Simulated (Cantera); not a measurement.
Charge: 1 mol CH₃SiH₃, a varied amount of C₂H₄, 9.6 mol H₂, equilibrated at 1950 K and 2400 Pa.

Method: chemical equilibrium by Gibbs-energy minimisation in Cantera with the NASA 1993 tables (ideal gas, pure condensed phases). Candidate condensed phases: C, C₆H₆, C₇H₈, C₈H₁₈, Si, SiC; 87 gas species. The feed counts by its element totals alone. Kinetics and transport are ignored.

Q: Which condensed phases are stable at each of these points (n(C₂H₄) (mol)): 0.0062, 0.009, 0.012, 0.015, 0.017, 0.02, 0.023, 0.026, 0.028, 0.031, 0.034, 0.037?

A: 
| n(C₂H₄) (mol) | condensed phases | Si condensed (%) |
|---|---|---|
| 0.0062 | SiC(s) | 99.9 |
| 0.009 | C(graphite) + SiC(s) | 99.9 |
| 0.012 | C(graphite) + SiC(s) | 99.9 |
| 0.015 | C(graphite) + SiC(s) | 99.9 |
| 0.017 | C(graphite) + SiC(s) | 99.9 |
| 0.02 | C(graphite) + SiC(s) | 99.9 |
| 0.023 | C(graphite) + SiC(s) | 99.9 |
| 0.026 | C(graphite) + SiC(s) | 99.9 |
| 0.028 | C(graphite) + SiC(s) | 99.9 |
| 0.031 | C(graphite) + SiC(s) | 99.9 |
| 0.034 | C(graphite) + SiC(s) | 99.9 |
| 0.037 | C(graphite) + SiC(s) | 99.9 |

At 0.0062 mol C₂H₄ the condensed part is SiC(s). From 0.009 mol C₂H₄ to 0.037 mol C₂H₄ the condensed part is C(graphite) + SiC(s).
